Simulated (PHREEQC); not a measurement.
A solution holds 0.03 mol/kgw KOH, 0.0059 mol/kgw Na2SiO3 and 0.14 mol/kgw K3PO4, at 20 °C. Closed to the air; pH follows from the charge balance.

All values are PHREEQC results (ion-association model, wateq4f.dat), not measurements.

Each row changes one thing in this solution. This is a speciation only: nothing precipitates in the calculation.

```json
[
 {"case": "as made", "pH": "12.60", "ionic strength (mol/kgw)": "0.860", "PO4-3 (mol/kgw)": "0.129", "HPO4-2 (mol/kgw)": "0.00946", "H3SiO4- (mol/kgw)": "0.00368", "KHPO4- (mol/kgw)": "0.00137", "SI of Quartz (SiO2)": "-1.27"},
 {"case": "Na2SiO3 from 0.0059 to 0.0118 mol/kgw", "pH": "12.62", "ionic strength (mol/kgw)": "0.875", "PO4-3 (mol/kgw)": "0.130", "HPO4-2 (mol/kgw)": "0.00888", "H3SiO4- (mol/kgw)": "0.00718", "KHPO4- (mol/kgw)": "0.00128", "SI of Quartz (SiO2)": "-1.00"},
 {"case": "K3PO4 from 0.14 to 0.028 mol/kgw", "pH": "12.60", "ionic strength (mol/kgw)": "0.204", "PO4-3 (mol/kgw)": "0.0244", "HPO4-2 (mol/kgw)": "0.00336", "H3SiO4- (mol/kgw)": "0.00408", "KHPO4- (mol/kgw)": "0.000212", "SI of Quartz (SiO2)": "-1.16"},
 {"case": "K3PO4 replaced by KH2PO4 at the same molality", "pH": "6.40", "ionic strength (mol/kgw)": "0.216", "PO4-3 (mol/kgw)": "1.83e-7", "HPO4-2 (mol/kgw)": "0.0381", "H3SiO4- (mol/kgw)": "2.71e-6", "KHPO4- (mol/kgw)": "0.00345", "SI of Quartz (SiO2)": "+1.85"},
 {"case": "K3PO4 from 0.14 to 0.21 mol/kgw", "pH": "12.61", "ionic strength (mol/kgw)": "1.27", "PO4-3 (mol/kgw)": "0.196", "HPO4-2 (mol/kgw)": "0.0119", "H3SiO4- (mol/kgw)": "0.00354", "KHPO4- (mol/kgw)": "0.00220", "SI of Quartz (SiO2)": "-1.31"}
]
```

The ionic strength passes 0.7 mol/kgw, the rough limit of the ion-association models, in as made; Na2SiO3 from 0.0059 to 0.0118 mol/kgw; K3PO4 from 0.14 to 0.21 mol/kgw. Some of these states are supersaturated (in SiO2(a), Quartz (slow to form), for instance). H3PO4, which wateq4f.dat lacks, is added to it with the constant of phreeqc.dat.
